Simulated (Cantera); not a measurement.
Mixture: 6.40 % CH₄, 0.237 % H₂, 17.9 % O₂, 67.1 % N₂, 8.31 % CO₂, at 1.00 bar, adiabatic and at constant pressure. Ignition delay is the time to a rise of 400 K.

Model: GRI-Mech 3.0 (53 species, 325 reactions), integrated in Cantera. Below about 1000 K GRI-Mech 3.0 lacks low-temperature oxidation paths.

Q: Predict: delay at 950 K; delay at 1150 K; delay at 1350 K; delay at 1550 K; apparent activation energy between 1450 and 1650 K.

A: 
```
Item                                                    Result
--------------------------------------------------  ----------
delay at 950 K                                         0.763 s
delay at 1150 K                                        56.5 ms
delay at 1350 K                                        4.67 ms
delay at 1550 K                                       0.636 ms
apparent activation energy between 1450 and 1650 K  170 kJ/mol
```
